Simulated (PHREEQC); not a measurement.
# Buffer: speciation

Consider water at 25 °C with 0.015 mol H3BO3, 0.0154 mol K2HPO4 and 0.3 mol NaCl per kg of water. Closed to the air; pH follows from the charge balance.

All values are PHREEQC results (ion-association model, phreeqc.dat), not measurements.

The pH comes out as 7.88 and the ionic strength is 0.341 mol/kgw. The activity of water is 0.989. The specific conductance is 30600 µS/cm. The density comes out as 1.012 g/cm³. The total alkalinity comes out as 15.4 meq/kg.

| species | molality | activity | log γ |
|---|---|---|---|
| Cl- | 0.300 | 0.203 | -0.170 |
| Na+ | 0.298 | 0.216 | -0.139 |
| K+ | 0.0306 | 0.0206 | -0.173 |
| H3BO3 | 0.0141 | 0.0152 | 0.034 |
| HPO4-2 | 0.0125 | 0.00308 | -0.608 |
| NaHPO4- | 0.00182 | 0.00130 | -0.146 |
| H2PO4- | 0.000915 | 0.000653 | -0.146 |
| H2BO3- | 0.000910 | 0.000666 | -0.136 |
| KHPO4- | 0.000173 | 0.000123 | -0.146 |
| PO4-3 | 3.46e-6 | 1.05e-7 | -1.517 |
| OH- | 1.15e-6 | 7.60e-7 | -0.178 |
| H+ | 1.69e-8 | 1.32e-8 | -0.109 |
| H3PO4 | 1.17e-9 | 1.27e-9 | 0.034 |

Precipitation was switched off in this run.
